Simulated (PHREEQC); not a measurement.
Solution (25 °C): 66 mmol/kgw Cu(NO3)2 and 22 mmol/kgw H2SO4. It is in equilibrium with CO2 at log p = -3.4 (atm). Otherwise closed; pH follows from the charge balance.

Model: ion-association model, wateq4f.dat, run in PHREEQC.

### Question
The ionic strength comes out as 0.220 mol/kgw. What activity coefficients do Cu+2, H+, SO4-2, NO3-, HSO4- get?

### Answer
Cu+2 0.32, H+ 0.79, SO4-2 0.28, NO3- 0.69, HSO4- 0.72.

This is a speciation only: nothing precipitates in the calculation.
